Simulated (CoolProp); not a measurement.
Octamethylcyclotetrasiloxane (D4) along the isobar 0.611 MPa: density (kg/m³) from the reference equation and from simpler models built on Tc = 586.5 K, pc = 1.347 MPa, ω = 0.598; each cubic takes its own stable root.

Values from CoolProp's reference Helmholtz-energy equation of state, Thol 2015.

```
T (K)  phase  reference  ideal gas  van der Waals  Soave-Redlich-Kwong  Peng-Robinson
-----  -----  ---------  ---------  -------------  -------------------  -------------
545.4    gas      54.42      39.97          49.48                53.43          54.70
549.9    gas      53.11      39.64          48.78                52.24          53.46
554.4    gas          ?      39.32          48.11                51.14          52.30
558.8    gas      50.83      39.01          47.48                50.13          51.25
563.3    gas      49.80          ?              ?                49.17          50.25
567.8    gas      48.85      38.39          46.26                48.26          49.31
572.2    gas      47.97      38.09          45.68                47.43          48.44
576.7    gas      47.13      37.80          45.12                46.62          47.59
581.2    gas      46.33      37.50              ?                45.85          46.80
585.6    gas      45.60      37.22              ?                45.14          46.06
590.1    gas      44.88      36.94          43.54                44.45              ?
594.6    gas      44.20      36.66          43.04                43.79          44.65
599      gas      43.57      36.39          42.57                43.17          44.00
603.5    gas      42.95      36.12          42.10                42.56          43.37
608      gas      42.36          ?          41.64                41.98          42.77
612.4    gas      41.80      35.59          41.20                41.43          42.20
```

Complete the blanks.


- 554.4, reference: 51.91
- 563.3, ideal gas: 38.70
- 563.3, van der Waals: 46.86
- 581.2, van der Waals: 44.57
- 585.6, van der Waals: 44.06
- 590.1, Peng-Robinson: 45.33
- 608, ideal gas: 35.85
